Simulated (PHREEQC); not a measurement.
A column of 0.2 m (30 cells, dispersivity 0.007 m, 60 s a shift, diffusion coefficient 3e-10 m²/s) holds 0.14 eq of the database's cation exchanger X per kg of pore water, first in equilibrium with 0.0005 mol ZnSO4, 0.0054 mol MgCl2, 0.0038 mol KCl and 1e-05 mol HCl per kg of water. It is flushed with 4.9 mmol/kgw ZnSO4, 28 mmol/kgw MgSO4, 0.76 mmol/kgw MgCl2 and 0.01 mmol/kgw HCl, at 15 °C. Values are for the last cell. CO2 from the air is kept out. No solid was allowed to form.

Computed with PHREEQC (ion-association model, phreeqc.dat).

```
pore volumes  K in solution (mol/kgw)  S in solution (mol/kgw)  Zn in solution (mol/kgw)  Cl in solution (mol/kgw)  Mg in solution (mol/kgw)
------------  -----------------------  -----------------------  ------------------------  ------------------------  ------------------------
0                             0.00380                 0.000500                  0.000500                    0.0146                   0.00540
0.4833                        0.00382                 0.000608                  0.000507                    0.0146                   0.00547
0.7167                        0.00440                  0.00464                  0.000770                    0.0129                   0.00814
1.183                         0.00649                   0.0257                   0.00227                   0.00442                    0.0224
1.65                          0.00693                   0.0322                   0.00277                   0.00180                    0.0269
1.883                         0.00683                   0.0327                   0.00281                   0.00160                    0.0273
2.35                          0.00620                   0.0329                   0.00291                   0.00153                    0.0276
2.817                         0.00506                   0.0329                   0.00312                   0.00153                    0.0280
3.05                          0.00439                   0.0329                   0.00326                   0.00153                    0.0282
3.517                         0.00309                   0.0329                   0.00361                   0.00153                    0.0285
3.983                         0.00201                   0.0329                   0.00396                   0.00153                    0.0287
4.217                         0.00158                   0.0329                   0.00412                   0.00153                    0.0288
4.683                        0.000940                   0.0329                   0.00438                   0.00153                    0.0288
5.15                         0.000537                   0.0329                   0.00457                   0.00153                    0.0288
5.383                        0.000401                   0.0329                   0.00464                   0.00153                    0.0288
5.85                         0.000219                   0.0329                   0.00474                   0.00153                    0.0288
6.317                        0.000117                   0.0329                   0.00481                   0.00153                    0.0288
6.55                          8.49e-5                   0.0329                   0.00483                   0.00153                    0.0288
7.017                         4.42e-5                   0.0329                   0.00486                   0.00153                    0.0288
```

Complexes and solids missing from the database can't appear.
